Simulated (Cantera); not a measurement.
## Transport properties of process gases

Gas mixture: H₂ = 0.071 (molar parts), at 5.85 Torr, frozen composition.

Cantera's kinetic-theory transport with the Lennard-Jones parameters of GRI-Mech 3.0, ideal gas; thermal conductivity in the mixture-averaged form.

| T (K) | ρ (kg/m³) | cp (J/kg/K) | μ (µPa s) | λ (mW/m/K) | Pr | D (cm²/s) OH | D (cm²/s) H | D (cm²/s) N₂ |
|---|---|---|---|---|---|---|---|---|
| 400 | 0.000473 | 14520 | 10.9 | 229 | 0.689 | 228 | 460 | 165 |
| 500 | 0.000378 | 14530 | 12.6 | 265 | 0.689 | 332 | 670 | 240 |
| 600 | 0.000315 | 14510 | 14.1 | 298 | 0.688 | 449 | 911 | 325 |
| 700 | 0.000270 | 14560 | 15.6 | 331 | 0.687 | 581 | 1180 | 420 |
| 800 | 0.000236 | 14690 | 17.0 | 363 | 0.689 | 725 | 1470 | 525 |
| 900 | 0.000210 | 14870 | 18.4 | 396 | 0.691 | 881 | 1790 | 638 |
| 1000 | 0.000189 | 14960 | 19.7 | 428 | 0.687 | 1050 | 2130 | 760 |
D: mixture-averaged diffusion coefficient of that species in the mixture.
